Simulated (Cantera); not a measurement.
Charge: 1 mol C2H6, 0.028 mol NH3, held at 133 Pa.

Cantera equilibrium calculation (NASA polynomials, part measured and part estimated; ideal gas, pure solids and liquids). Candidate condensed phases: C, C6H6, C7H8, C8H18; 92 gas species. Kinetics and transport are ignored. All values below are at 1448 K.

Base state: H2 0.995, N2 0.00456, H 0.000252, HCN 4.87e-5 (mole fractions); condensed: C(graphite).

Question: What changes in the equilibrium state with this change: NH3 from 0.028 to 0.036 mol?

Answer: 
```csv
species,before,after
H2,0.995,0.994
N2,0.00456,0.00583
H,0.000252,0.000252
HCN,4.87e-5,5.50e-5
"C(graphite), mol",2.00,2.00
```
